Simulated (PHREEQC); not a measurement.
Consider water at 25 °C with 0.032 mol HF, 0.0049 mol H2SiF6 and 0.00018 mol HNO3 per kg of water. Closed to the air; pH follows from the charge balance.

Equilibrium calculation in PHREEQC: ion-association model, phreeqc.dat.

Task: The ionic strength comes out as 0.0172 mol/kgw. What activity coefficients do NO3-, HF2-, H+, SiF6-2, F- get?

Result: NO3- 0.87, HF2- 0.88, H+ 0.90, SiF6-2 0.60, F- 0.87.

This is a speciation only: nothing precipitates in the calculation. Species that the database lacks are ignored. SiF6-2 is the database's only silicon fluoride.
